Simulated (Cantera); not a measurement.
An isothermal, constant-pressure homogeneous reactor starts with C₂H₆ : H₂ = 1 : 3.9 (molar parts), at 1475 K and 1330 Pa. Integrator tolerance rtol = 1e-08.

Model: GRI-Mech 3.0 (53 species, 325 reactions), integrated in Cantera. GRI-Mech 3.0 stops at C3 and has no aromatics, soot or wall deposition, so with more carbon than oxygen in the feed, carbon stays in small species such as C2H2 where larger ones or solid carbon would form. Radical loss at walls, strong at low pressure, is not modelled.

Task: What does this change do: temperature 1475 to 1625 K?

Result: 
| quantity | before | after |
|---|---|---|
| x(C₂H₆) at 4.00 s | 1.46e-5 (gas-phase equilibrium 7.02e-8) | 1.22e-6 (gas-phase equilibrium 5.97e-9) |
| x(H₂) at 4.00 s | 0.767 (gas-phase equilibrium 0.852) | 0.841 (gas-phase equilibrium 0.854) |
| x(C₂H₄) at 4.00 s | 0.000734 (gas-phase equilibrium 0.000590) | 0.000172 (gas-phase equilibrium 0.000146) |
| x(C₂H₂) at 4.00 s | 0.0961 (gas-phase equilibrium 0.143) | 0.137 (gas-phase equilibrium 0.144) |
| x(CH₃) at 4.00 s | 0.000201 (gas-phase equilibrium 1.09e-5) | 0.000242 (gas-phase equilibrium 1.32e-5) |
